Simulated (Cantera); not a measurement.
Charge: 1 mol SiH₄, 0.33 mol NO, 5.3 mol N₂, 9.3 mol CO₂, equilibrated at 1623.15 K and 0.00510 bar.

Cantera equilibrium calculation (NASA polynomials, part measured and part estimated; ideal gas, pure solids and liquids). Candidate condensed phases: C, C₆H₆, C₇H₈, C₈H₁₈, H₂O, Si, SiC, SiO₂, Si₂N₂O, Si₃N₄; 151 gas species. The tables hold silica as quartz up to 1696 K and as liquid above; real silica turns to tridymite and cristobalite and melts near 1996 K. Kinetics and transport are ignored.

**Question.** What is the equilibrium state?

**Answer.** 
```
Item                                       Result
--------------------------------------  ---------
x(CO₂)                                      0.354
x(N₂)                                       0.326
x(CO)                                       0.200
x(H₂O)                                      0.101
x(H₂)                                      0.0184
x(H)                                     0.000131
x(OH)                                     3.02e-5
x(NO)                                     2.00e-6
x(SiO)                                    1.64e-6
n(SiO₂(β-quartz))                       1.000 mol
gas amount                              16.77 mol
log10 activity of C(graphite) (absent)      -6.85
log10 activity of Si(s) (absent)           -11.38
```
